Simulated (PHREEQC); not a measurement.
A solution holds 0.06 mol/kgw H2SO4, 0.115 mol/kgw LiCl and 0.04 mol/kgw MgSO4, at 30 °C. Closed to the air; pH follows from the charge balance.

Equilibrium calculation in PHREEQC: ion-association model, wateq4f.dat.

Precipitation was switched off in this run.

Q: What pH, activity of water, ionic strength does the model give?

A: pH 1.29; activity of water 0.993; ionic strength 0.281 mol/kgw.

Q: In which forms is S present?

A: HSO4- 55 %, SO4-2 27 %, MgSO4 14 %, LiSO4- 3.5 % of the S.
